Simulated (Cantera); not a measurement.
A Cantera script and its output.

```python
import numpy as np
import cantera as ct

gas = ct.Solution("gri30.yaml")
gas.TPX = 1750, 1000000, {'C3H8': 1, 'O2': 11.4, 'N2': 42.7, 'CO2': 4}
reactor = ct.IdealGasConstPressureReactor(gas, energy="on", clone=False)
net = ct.ReactorNet([reactor])
net.rtol, net.atol = 1e-08, 1e-16
show = ['C3H8', 'O2', 'CO2', 'C2H4', 'HO2']
times = np.geomspace(3e-06, 0.3, 12)

steps = ct.SolutionArray(gas, extra=["t"])
rows = []
print(f"{'t/s':>10s}{'T/K':>9s}{'P/Pa':>11s}" + "".join(f"{s:>11s}" for s in show))
for t in times:
    while net.time < t:
        t_next = net.step()
        steps.append(gas.state, t=t_next)
    rows.append([np.interp(t, steps.t, y) for y in (steps.T, steps.P, *steps(*show).X.T)])
    print(f"{t:10.3e}{rows[-1][0]:9.1f}{rows[-1][1]:11.4g}" + "".join(f"{x:11.3e}" for x in rows[-1][2:]))
rate = np.gradient(steps.T, steps.t)
print("integrator steps:", len(steps.t))
if steps.T.max() > steps.T[0] + 200:
    print(f"time of steepest temperature rise: {steps.t[rate.argmax()]:.4e} s")
gas.TPX = 1750, 1000000, {'C3H8': 1, 'O2': 11.4, 'N2': 42.7, 'CO2': 4}
gas.equilibrate("HP")
print(f"equilibrium (HP): T = {gas.T:.1f} K  " + "  ".join(f"{s} {gas[s].X[0]:.3e}" for s in show))
```

Result:

```
       t/s      T/K       P/Pa       C3H8         O2        CO2       C2H4        HO2
 3.000e-06   2027.6      1e+06  3.865e-06  1.428e-01  6.690e-02  2.262e-03  3.575e-04
 8.544e-06   2371.8      1e+06  1.128e-39  1.102e-01  9.498e-02  1.036e-21  2.136e-05
 2.433e-05   2504.0      1e+06 -1.302e-38  1.068e-01  1.085e-01  3.565e-24  1.304e-05
 6.930e-05   2528.7      1e+06  6.719e-39  1.060e-01  1.112e-01  6.031e-26  1.298e-05
 1.974e-04   2528.1      1e+06  2.531e-46  1.057e-01  1.112e-01  5.543e-28  1.293e-05
 5.621e-04   2525.5      1e+06 -2.267e-51  1.050e-01  1.113e-01  5.245e-28  1.279e-05
 1.601e-03   2519.5      1e+06  3.564e-50  1.033e-01  1.114e-01  4.703e-28  1.244e-05
 4.560e-03   2509.7      1e+06  2.746e-50  1.005e-01  1.116e-01  3.918e-28  1.190e-05
 1.299e-02   2503.7      1e+06  2.336e-50  9.886e-02  1.117e-01  3.498e-28  1.158e-05
 3.699e-02   2503.3      1e+06  2.307e-50  9.874e-02  1.117e-01  3.468e-28  1.156e-05
 1.053e-01   2503.3      1e+06  2.307e-50  9.874e-02  1.117e-01  3.468e-28  1.156e-05
 3.000e-01   2503.3      1e+06  2.307e-50  9.874e-02  1.117e-01  3.468e-28  1.156e-05
integrator steps: 1522
time of steepest temperature rise: 3.0370e-06 s
equilibrium (HP): T = 2503.3 K  C3H8 4.318e-50  O2 9.874e-02  CO2 1.117e-01  C2H4 4.470e-28  HO2 1.156e-05
```

Detailed kinetics in Cantera: GRI-Mech 3.0 (53 species, 325 reactions). GRI-Mech 3.0 was tuned for natural gas; its chemistry of propane as a main component is partial and can be far from experiment.
